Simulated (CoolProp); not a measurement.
Vapour-liquid equilibrium of toluene (1) + n-octane (2) at 0.00192 MPa; x and y are mole fractions of (1).

Computed with CoolProp (multi-fluid Helmholtz-energy mixture model, Lemmon 2006 and Beckmüller 2019; pair parameters Bell 2016).

| x | bubble temperature (K) | y at the bubble point | dew temperature at overall composition x (K) | liquid density (mol/L) |
|---|---|---|---|---|
| 0.05 | 296.9 | 0.136 | 298.0 | 6.235 |
| 0.15 | 294.1 | 0.335 | 296.7 | 6.489 |
| 0.25 | 292.1 | 0.472 | 295.4 | 6.756 |
| 0.35 | 290.5 | 0.573 | 293.9 | 7.039 |
| 0.45 | 289.3 | 0.651 | 292.4 | 7.341 |
| 0.55 | 288.3 | 0.717 | 290.9 | 7.665 |
| 0.65 | 287.5 | 0.776 | 289.3 | 8.013 |
| 0.75 | 286.8 | 0.834 | 287.8 | 8.390 |
| 0.85 | 286.2 | 0.894 | 286.6 | 8.800 |
| 0.95 | 285.8 | 0.961 | 285.8 | 9.246 |

No azeotrope shows between x = 0.05 and 0.95.

Pair parameters are fitted to limited data, so mixtures are less certain than the pure fluids.
